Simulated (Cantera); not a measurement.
An isothermal, constant-pressure homogeneous reactor starts with 0.517 % CH₄, 1.85 % O₂, 97.6 % N₂, equivalence ratio 0.56, at 925 K and 3.10 bar.

Model: GRI-Mech 3.0 (53 species, 325 reactions), integrated in Cantera. Below about 1000 K GRI-Mech 3.0 lacks low-temperature oxidation paths.

x: mole fraction; the columns are a selection and need not sum to one.

```csv
t (s),x CH₄,x O₂,x H₂O,x H₂,x CH₂,x NO,x CH₃
0.000400,0.00517,0.0185,<1e-12,<1e-12,<1e-12,<1e-12,6.14e-12
0.00110,0.00517,0.0185,<1e-12,<1e-12,<1e-12,<1e-12,1.69e-11
0.00301,0.00517,0.0185,2.10e-12,<1e-12,<1e-12,<1e-12,4.67e-11
0.00826,0.00517,0.0185,1.64e-11,<1e-12,<1e-12,<1e-12,1.31e-10
0.0227,0.00517,0.0185,1.33e-10,1.28e-12,<1e-12,<1e-12,3.81e-10
0.0622,0.00517,0.0185,1.20e-9,1.26e-11,<1e-12,<1e-12,1.25e-9
0.171,0.00517,0.0185,1.24e-8,1.70e-10,<1e-12,<1e-12,4.67e-9
0.469,0.00517,0.0185,1.06e-7,(withheld),<1e-12,<1e-12,1.02e-8
1.29,0.00517,0.0185,5.20e-7,(withheld),<1e-12,<1e-12,1.31e-8
3.53,0.00517,0.0185,2.67e-6,(withheld),<1e-12,<1e-12,2.09e-8
9.68,0.00512,0.0185,5.23e-5,(withheld),<1e-12,<1e-12,9.15e-8
26.6,2.82e-6,0.00882,0.0103,(withheld),<1e-12,<1e-12,6.37e-10
72.9,5.56e-9,0.00835,0.0103,(withheld),<1e-12,1.27e-12,1.49e-12
200,9.03e-12,0.00823,0.0103,(withheld),<1e-12,<1e-12,<1e-12
```

What belongs in the gaps?


- 0.469, x H₂: 2.05e-9
- 1.29, x H₂: 1.30e-8
- 3.53, x H₂: 9.77e-8
- 9.68, x H₂: 3.78e-6
- 26.6, x H₂: 8.40e-6
- 72.9, x H₂: 6.38e-7
- 200, x H₂: 1.00e-7
